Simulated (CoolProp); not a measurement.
Properties of the fluoroketone C6F12O (FK-5-1-12) along the isotherm 500 K.

Computed with CoolProp (reference Helmholtz-energy equation of state, McLinden 2015).

```json
[
 {"p (MPa)": "0.00296", "phase": "gas", "density (kg/m³)": "0.2251", "isothermal compressibility (1/MPa)": "338.0"},
 {"p (MPa)": "0.0056", "phase": "gas", "density (kg/m³)": "0.4260", "isothermal compressibility (1/MPa)": "178.7"},
 {"p (MPa)": "0.0106", "phase": "gas", "density (kg/m³)": "0.8068", "isothermal compressibility (1/MPa)": "94.46"},
 {"p (MPa)": "0.0201", "phase": "gas", "density (kg/m³)": "1.532", "isothermal compressibility (1/MPa)": "49.87"},
 {"p (MPa)": "0.0382", "phase": "gas", "density (kg/m³)": "2.917", "isothermal compressibility (1/MPa)": "26.30"},
 {"p (MPa)": "0.0724", "phase": "gas", "density (kg/m³)": "5.552", "isothermal compressibility (1/MPa)": "13.93"},
 {"p (MPa)": "0.137", "phase": "gas", "density (kg/m³)": "10.59", "isothermal compressibility (1/MPa)": "7.420"},
 {"p (MPa)": "0.26", "phase": "gas", "density (kg/m³)": "…", "isothermal compressibility (1/MPa)": "3.969"},
 {"p (MPa)": "0.493", "phase": "gas", "density (kg/m³)": "…", "isothermal compressibility (1/MPa)": "…"},
 {"p (MPa)": "0.935", "phase": "gas", "density (kg/m³)": "…", "isothermal compressibility (1/MPa)": "…"}
]
```

Task: What belongs in the gaps?

Result: 
- 0.26, density (kg/m³): 20.39
- 0.493, density (kg/m³): 39.82
- 0.493, isothermal compressibility (1/MPa): 2.157
- 0.935, density (kg/m³): 80.19
- 0.935, isothermal compressibility (1/MPa): 1.213
